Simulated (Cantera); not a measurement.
AlCl3 + H2O + H2 (aluminium nitride and oxide growth)

A closed system holds: 1 mol AlCl3, 2.8 mol H2O, 160 mol H2, held at 20.0 Pa.

Equilibrium computed with Cantera from the NASA thermochemical tables; the gas is ideal and each condensed phase is pure. Candidate condensed phases: Al, AlCl3, Al2O3, H2O; 29 gas species. The tables' values for AlOH are old estimates; treat these amounts as uncertain. Condensed phases not in the tables: AlOCl. Kinetics and transport are ignored.

From 600 K to 2000 K the condensed part is Al2O3(s). At 2200 K nothing is condensed.

```csv
T (K),x H2,x H,x HCl,x H2O,x Cl,n Al2O3(s)
600,0.974,<1e-12,0.0183,0.00791,<1e-12,0.500
800,0.974,2.02e-10,0.0183,0.00791,3.93e-12,0.500
1000,0.974,1.58e-7,0.0183,0.00791,2.76e-9,0.500
1200,0.974,1.38e-5,0.0183,0.00791,2.24e-7,0.500
1400,0.973,0.000339,0.0183,0.00791,5.24e-6,0.500
1600,0.970,0.00379,0.0182,0.00790,5.61e-5,0.500
1800,0.949,0.0247,0.0176,0.00794,0.000350,0.492
2000,0.866,0.107,0.0146,0.00953,0.00135,0.369
2200,0.648,0.321,0.00941,0.0125,0.00339,0
```
x: gas mole fraction; n: condensed amount in mol.
